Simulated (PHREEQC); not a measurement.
Make-up at 25 °C: 0.93 mol MgCl2, 0.55 mol SrCl2 and 2.2e-05 mol H4SiO4 per kg of water. Closed to the air; pH follows from the charge balance.

Computed with PHREEQC (Pitzer model, pitzer.dat).

Problem. The ionic strength comes out as 4.44 mol/kgw. What activity coefficients do Cl-, Sr+2, Mg+2 get?

Solution. Cl- 0.58, Sr+2 0.65, Mg+2 1.00. Single-ion values are on the MacInnes scale.

This is a speciation only: nothing precipitates in the calculation. In brines, pH and single-ion activities rest on the MacInnes convention.
